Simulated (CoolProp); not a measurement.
Vapour-liquid equilibrium of m-xylene (1) + o-xylene (2) at 338.6 K; x and y are mole fractions of (1).

Computed with CoolProp (multi-fluid Helmholtz-energy mixture model, Zhou 2012 and Zhou 2012; pair parameters Bell 2016).

```tsv
x	bubble pressure (bar)	y at the bubble point	dew pressure at overall composition x (bar)	liquid density (mol/L)
0.05	0.07009	0.059	0.06999	7.918
0.2	0.07215	0.231	0.07176	7.894
0.35	0.07435	0.395	0.07372	7.870
0.5	0.07659	0.548	0.07586	7.846
0.65	0.07881	0.692	0.07815	7.821
0.8	0.08096	0.828	0.08052	7.797
0.95	0.08299	0.957	0.08288	7.773
```

No azeotrope shows between x = 0.05 and 0.95.

Pair parameters are fitted to limited data, so mixtures are less certain than the pure fluids.
